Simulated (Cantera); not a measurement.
Input: 1 mol Si, 0.64 mol O2, 28 mol N2, equilibrated at 0.370 Pa.

Method: chemical equilibrium by Gibbs-energy minimisation in Cantera with the NASA 1993 tables (ideal gas, pure condensed phases). Candidate condensed phases: Si, SiO2, Si2N2O, Si3N4; 16 gas species. The tables hold silica as quartz up to 1696 K and as liquid above; real silica turns to tridymite and cristobalite and melts near 1996 K. Rates play no part. All values below are at 1425 K.

Base state: N2 0.975, SiO 0.0251 (mole fractions); condensed: SiO2(β-quartz).

Question: What changes in the equilibrium state with this change: O2 from 0.64 to 0.0019 mol?

Answer: 
```
species              before     after
-------------------  ------  --------
N2                    0.975     0.999
Si                    <1e-9  0.000435
SiO                  0.0251  0.000136
SiO2(β-quartz), mol   0.280         0
Si(s), mol                0     0.984
```

Question: What changes in the equilibrium state with this change: pressure from 0.370 Pa to 1 atm?

Answer: 
| species | before | after |
|---|---|---|
| N2 | 0.975 | 1.00 |
| SiO | 0.0251 | 2.63e-7 |
| SiO2(β-quartz), mol | 0.280 | 0.520 |
| Si2N2O(s), mol | 0 | 0.240 |
N2 is the only nitrogen source here; it is nearly inert below about 1500 K, so the nitride shown seldom forms there in practice. Mutual solubility and eutectic melting of coexisting phases are not modelled.
